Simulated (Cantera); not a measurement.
A closed system holds: 1 mol SiCl4, 2.2 mol Cl2, 15 mol H2, held at 750 Torr.

Equilibrium computed with Cantera from the NASA thermochemical tables; the gas is ideal and each condensed phase is pure. Candidate condensed phases: Si; 19 gas species. The tables' values for SiCl3 are old estimates; treat these amounts as uncertain. Equilibrium is a limit: real reactors are often held back by kinetics, nucleation or transport. All values below are at 1075 °C.

Base state: H2 0.690, HCl 0.255, SiCl4 0.0427, SiHCl3 0.00656, SiCl3 0.00373, SiCl2 0.00164, SiH2Cl2 0.000147 (mole fractions); condensed: gas only.

What changes in the equilibrium state with this change: 0.81 mol O2 added?


```json
[
 {"species": "H2", "before": "0.690", "after": "0.587"},
 {"species": "HCl", "before": "0.255", "after": "0.403"},
 {"species": "SiCl4", "before": "0.0427", "after": "0.00872"},
 {"species": "H2O", "before": "0", "after": "2.61e-5"},
 {"species": "SiH2Cl2", "before": "0.000147", "after": "8.67e-6"},
 {"species": "SiCl2", "before": "0.00164", "after": "0.000113"},
 {"species": "SiHCl3", "before": "0.00656", "after": "0.000720"},
 {"species": "SiCl3", "before": "0.00373", "after": "0.000444"},
 {"species": "SiO2(β-quartz), mol", "before": "0", "after": "0.810"}
]
```
The tables hold silica as quartz up to 1696 K and as liquid above; real silica turns to tridymite and cristobalite and melts near 1996 K. Further candidate phases: H2O, SiO2.
